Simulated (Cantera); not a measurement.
# Pyrogenic steam for wet oxidation

A perfectly stirred reactor is fed with 4.89 % H2, 6.79 % O2, 88.3 % N2, equivalence ratio 0.36, at 100.0 Torr; it is held at 1025 K, and followed from long to short residence time.

Computed with Cantera and the H2/O2 subset of GRI-Mech 3.0, which has no nitrogen chemistry. Radical loss at walls, strong at low pressure, is not modelled. The temperature is held fixed by assumption; the heat of reaction is taken as removed at once.

```json
[
 {"τ (s)": "3.1", "x H2": "0.000153", "x O2": "0.0446", "x H": "9.82e-6", "x HO2": "1.96e-6", "x O": "3.37e-5", "x H2O": "0.0499", "x H2O2": "2.19e-7"},
 {"τ (s)": "1.6", "x H2": "0.000231", "x O2": "0.0446", "x H": "1.90e-5", "x HO2": "2.41e-6", "x O": "5.21e-5", "x H2O": "0.0499", "x H2O2": "2.55e-7"},
 {"τ (s)": "0.85", "x H2": "0.000341", "x O2": "0.0447", "x H": "3.56e-5", "x HO2": "2.86e-6", "x O": "7.84e-5", "x H2O": "0.0497", "x H2O2": "2.87e-7"},
 {"τ (s)": "0.44", "x H2": "0.000505", "x O2": "0.0447", "x H": "6.83e-5", "x HO2": "3.31e-6", "x O": "0.000119", "x H2O": "0.0495", "x H2O2": "3.17e-7"},
 {"τ (s)": "0.23", "x H2": "0.000739", "x O2": "0.0448", "x H": "0.000129", "x HO2": "3.72e-6", "x O": "0.000177", "x H2O": "0.0492", "x H2O2": "3.43e-7"},
 {"τ (s)": "0.12", "x H2": "0.00108", "x O2": "0.0449", "x H": "0.000244", "x HO2": "4.09e-6", "x O": "0.000261", "x H2O": "0.0488", "x H2O2": "3.64e-7"},
 {"τ (s)": "0.065", "x H2": "0.00152", "x O2": "0.0451", "x H": "0.000440", "x HO2": "4.39e-6", "x O": "0.000374", "x H2O": "0.0482", "x H2O2": "3.78e-7"},
 {"τ (s)": "0.034", "x H2": "0.00219", "x O2": "0.0454", "x H": "0.000810", "x HO2": "4.66e-6", "x O": "0.000539", "x H2O": "0.0473", "x H2O2": "3.87e-7"},
 {"τ (s)": "0.018", "x H2": "0.00313", "x O2": "0.0459", "x H": "0.00144", "x HO2": "4.87e-6", "x O": "0.000760", "x H2O": "0.0459", "x H2O2": "3.87e-7"},
 {"τ (s)": "0.0094", "x H2": "0.00449", "x O2": "0.0466", "x H": "0.00252", "x HO2": "5.04e-6", "x O": "0.00106", "x H2O": "0.0439", "x H2O2": "3.80e-7"}
]
```
x: mole fraction; the columns are a selection and need not sum to one.
